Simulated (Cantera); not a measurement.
A closed system holds: 1 mol C2H2, 0.26 mol H2O, 5.3 mol H2, equilibrated at 71.3 Torr.

Equilibrium computed with Cantera from the NASA thermochemical tables; the gas is ideal and each condensed phase is pure. Candidate condensed phases: C, C6H6, C7H8, C8H18, H2O; 110 gas species. Kinetics and transport are ignored.

Question: At 1273 K, list the 4 most abundant gas species with their mole fractions, and the condensed phases.

Answer: H2 0.961, CO 0.0381, CH4 0.000824, H2O 4.14e-5. Condensed: C(graphite).
